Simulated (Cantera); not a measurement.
An isothermal, constant-pressure homogeneous reactor starts with 51.3 % CH₄, 48.7 % H₂O, at 1900 K and 1500 Torr.

Computed with Cantera and GRI-Mech 3.0 (53 species, 325 reactions).

One state of this run: x CH₄ = 0.0273; x H₂O = 0.240; x C₂H₆ = 1.14e-5; x CO = 0.0593; x H₂ = 0.550. x: mole fraction; the columns are a selection and need not sum to one.

### Question
Which value of t (s) does it belong to?
A. 0.000194
B. 3.00e-5
C. 2.16
D. 0.00805

### Answer
D, 0.00805
